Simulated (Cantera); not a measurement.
A Cantera script and what it prints.

```python
import numpy as np
import cantera as ct

gas_names = [...]  # 136 gases of nasa_gas.yaml made of C, H, N, O
cond_names = """
    C(gr) C6H6(L) C7H8(L) C8H18(L),n-octa H2O(s) H2O(L)
""".split()


# ... load() reads the species with a 1 bar reference pressure and builds the phases ...
atoms = {
    'C2H2': {'C': 2, 'H': 2},
    'NH3': {'N': 1, 'H': 3},
    'H2': {'H': 2},
    'O2': {'O': 2},
}
top_T = {'C(gr)': 4500}  # K; cautious upper limits of use, not melting points


# ... equilibrate(T, P, feed) seeds the gas with the atoms and calls Mixture.equilibrate('TP', solver="gibbs", rtol=1e-10, max_steps=50000) ...
results = []
feed = {'C2H2': 1, 'NH3': 2.6, 'H2': 15, 'O2': 0.077}  # mol
P = 13332.2  # Pa
for T in [1873, 1948, 2023, 2098, 2173, 2248, 2323, 2398, 2473, 2548, 2623, 2698]:
    mix = equilibrate(T, P, feed)
    results.append((T, P, feed, dict(zip(mix.species_names, mix.species_moles))))

top = {s: max(r[3][s] / sum(r[3][g] for g in gas_names) for r in results) for s in gas_names}
cols = sorted((s for s in top if top[s] > 1e-05), key=lambda s: -top[s])[:7]
seen = [c for c in cond_names if any(r[3].get(c, 0) > 1e-12 for r in results)]
print("log10 of partial pressures in bar; condensed amounts in mol")
print(f"{'T/K':>10s}" + "".join(f"{s[:9]:>10s}" for s in cols + seen))
for T, P, feed, n in results:
    ng = sum(n[g] for g in gas_names)
    print(f"{T:10.4g}" + "".join(f"{np.log10(max(n[s] / ng * P / 1e5, 1e-99)):10.3f}" for s in cols)
          + "".join(f"{n.get(c, 0):10.4g}" for c in seen))
```

Output:

```
log10 of partial pressures in bar; condensed amounts in mol
       T/K        H2         H        N2       HCN C2H2,acet        CO       HNC     C(gr)
      1873    -0.907    -3.644    -2.099    -3.566    -4.413    -3.017    -4.919     1.787
      1948    -0.908    -3.401    -2.102    -3.428    -4.176    -3.018    -4.715      1.76
      2023    -0.909    -3.176    -2.106    -3.300    -3.958    -3.018    -4.528     1.724
      2098    -0.911    -2.967    -2.112    -3.183    -3.757    -3.019    -4.355     1.676
      2173    -0.914    -2.773    -2.118    -3.076    -3.570    -3.020    -4.196     1.612
      2248    -0.918    -2.593    -2.127    -2.977    -3.398    -3.021    -4.049      1.53
      2323    -0.923    -2.425    -2.137    -2.887    -3.238    -3.023    -3.914     1.426
      2398    -0.931    -2.268    -2.150    -2.805    -3.091    -3.026    -3.790     1.295
      2473    -0.940    -2.122    -2.164    -2.732    -2.956    -3.030    -3.677     1.134
      2548    -0.953    -1.986    -2.182    -2.666    -2.832    -3.034    -3.574    0.9381
      2623    -0.968    -1.860    -2.202    -2.608    -2.720    -3.040    -3.481    0.7045
      2698    -0.988    -1.743    -2.225    -2.558    -2.619    -3.048    -3.398    0.4286
```

These are equilibrium values from Cantera (NASA tables, ideal gas, pure condensed phases), not measurements of a reactor.
